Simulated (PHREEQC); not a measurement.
A solution holds 70 mmol/kgw HCl, at 25 °C. Closed to the air; pH follows from the charge balance.

Computed with PHREEQC (ion-association model, phreeqc.dat).

Precipitation was switched off in this run.

Question: What pH, density does the model give?

Answer: pH 1.23; density 0.998 g/cm³.

Complexes and solids missing from the database can't appear.
